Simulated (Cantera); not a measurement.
Feed: 1 mol SiC, 1.2 mol CO2, 140 mol H2, at 21.0 mbar.

These are equilibrium values from Cantera (NASA tables, ideal gas, pure condensed phases), not measurements of a reactor. Candidate condensed phases: C, C6H6, C7H8, C8H18, H2O, Si, SiC, SiO2; 123 gas species. Gases not in the tables: Si2H6 and higher silanes. Rates play no part.

At 2048 K, list the 4 most abundant gas species with their mole fractions, and the condensed phases.

H2 0.967, H 0.0152, CO 0.0132, SiO 0.00352. Condensed: SiC(s).
